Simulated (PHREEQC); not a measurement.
0.049 g of hydrous ferric oxide (600 m²/g; 0.2 weak and 0.005 strong sites per Fe, Dzombak-Morel constants, diffuse double layer) in 1 kg of water with 0.3 mol/kgw of an inert sodium salt and 1.6e-05 mol/kgw BaCl2 and 2.9e-05 mol/kgw H3BO3, at 25 °C; the pH is set by adding NaOH or the inert anion's acid. Oxygen alone is held at its pressure in air (log pO2 = -0.68). CO2 from the air is kept out. No solid was allowed to form.

All values are PHREEQC results (ion-association model, wateq4f.dat), not measurements.

Predict Ba sorbed (%), surface charge σ (C/m²) at pH = 4, 10, 10.67, 11.33, 12.


```csv
pH,Ba sorbed (%),surface charge σ (C/m²)
4,0.0,0.349
10,28.3,-0.119
10.67,56.5,-0.175
11.33,78.6,-0.224
12,85.8,-0.255
```
